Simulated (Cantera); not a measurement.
A freely propagating, adiabatic, planar premixed flame of 3.65 % CH4, 4.38 % C2H6, 1.09 % C3H8, 15.3 % O2, 75.5 % N2, equivalence ratio 1.8, unburnt at 400 K and 4050 Torr; mixture-averaged transport, grid criteria slope 0.08 and curve 0.16, no radiation.

Detailed kinetics in Cantera: GRI-Mech 3.0 (53 species, 325 reactions). Burning velocities carry a grid error of a few per cent, more on coarse grids.

x: mole fraction of selected species; z is measured from the peak of heat release.

```csv
z (mm),T (K),u (m/s),x CH4,x C2H6,x C3H8,x CO2,x HCO,x CH2O
-1.44,401,0.0608,0.0363,0.0436,0.0109,1.61e-6,<1e-8,2.86e-7
-0.962,408,0.0622,0.0359,0.0433,0.0108,1.87e-5,<1e-8,3.27e-6
-0.721,430,0.0661,0.0353,0.0427,0.0107,0.000111,<1e-8,1.91e-5
-0.481,533,0.0833,0.0334,0.0404,0.0104,0.000840,<1e-8,0.000140
-0.240,[?],0.139,[?],[?],[?],[?],<1e-8,[?]
-0.120,[?],0.188,[?],[?],[?],[?],[?],[?]
0,1428,0.239,0.0188,0.00294,0.000415,0.0168,1.78e-6,0.000946
0.120,1565,0.264,0.0155,0.000487,1.00e-5,0.0210,5.58e-7,0.000205
0.240,1615,0.273,0.0140,0.000190,7.69e-7,0.0233,1.50e-7,6.72e-5
0.481,1650,0.279,0.0129,6.56e-5,7.37e-8,0.0257,3.33e-8,1.87e-5
0.962,1667,0.282,0.0122,2.23e-5,<1e-8,0.0280,1.10e-8,5.67e-6
1.92,1672,0.283,0.0115,1.02e-5,<1e-8,0.0303,<1e-8,2.05e-6
3.85,1671,0.283,0.0105,6.59e-6,<1e-8,0.0328,<1e-8,1.10e-6
```

### Question
Fill in the missing entries.

### Answer

- -0.240, T (K): 863
- -0.240, x CH4: 0.0281
- -0.240, x C2H6: 0.0294
- -0.240, x C3H8: 0.00799
- -0.240, x CO2: 0.00503
- -0.240, x CH2O: 0.000783
- -0.120, T (K): 1144
- -0.120, x CH4: 0.0237
- -0.120, x C2H6: 0.0159
- -0.120, x C3H8: 0.00420
- -0.120, x CO2: 0.0102
- -0.120, x HCO: 9.95e-8
- -0.120, x CH2O: 0.00149
